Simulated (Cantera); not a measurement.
Source: NASA polynomial tables (part measured, part estimated), evaluated in Cantera. Values are per mole of reaction as written; species without (g) are pure solids or liquids, kept so even where they would boil at 1 bar.

4 S + SiC2(g) → Si + 2 CS2(g)

```json
[
 {"T (K)": "675", "ΔH° (kJ)": "(withheld)", "ΔS° (J/K)": "(withheld)", "ΔG° (kJ)": "(withheld)", "log10 K": "(withheld)"},
 {"T (K)": "700", "ΔH° (kJ)": "-413.4", "ΔS° (J/K)": "59.5", "ΔG° (kJ)": "-455.0", "log10 K": "33.95"},
 {"T (K)": "725", "ΔH° (kJ)": "(withheld)", "ΔS° (J/K)": "(withheld)", "ΔG° (kJ)": "(withheld)", "log10 K": "(withheld)"},
 {"T (K)": "750", "ΔH° (kJ)": "-415.3", "ΔS° (J/K)": "56.8", "ΔG° (kJ)": "-457.9", "log10 K": "31.89"},
 {"T (K)": "775", "ΔH° (kJ)": "-416.2", "ΔS° (J/K)": "55.6", "ΔG° (kJ)": "-459.3", "log10 K": "30.96"},
 {"T (K)": "800", "ΔH° (kJ)": "-417.2", "ΔS° (J/K)": "54.4", "ΔG° (kJ)": "-460.7", "log10 K": "30.08"},
 {"T (K)": "825", "ΔH° (kJ)": "-418.2", "ΔS° (J/K)": "53.1", "ΔG° (kJ)": "-462.0", "log10 K": "29.25"},
 {"T (K)": "850", "ΔH° (kJ)": "(withheld)", "ΔS° (J/K)": "(withheld)", "ΔG° (kJ)": "(withheld)", "log10 K": "(withheld)"}
]
```

Question: Fill in the missing entries.

Answer: 
- 675, ΔH° (kJ): -412.3
- 675, ΔS° (J/K): 61.0
- 675, ΔG° (kJ): -453.5
- 675, log10 K: 35.09
- 725, ΔH° (kJ): -414.3
- 725, ΔS° (J/K): 58.1
- 725, ΔG° (kJ): -456.4
- 725, log10 K: 32.89
- 850, ΔH° (kJ): -419.3
- 850, ΔS° (J/K): 51.8
- 850, ΔG° (kJ): -463.3
- 850, log10 K: 28.47
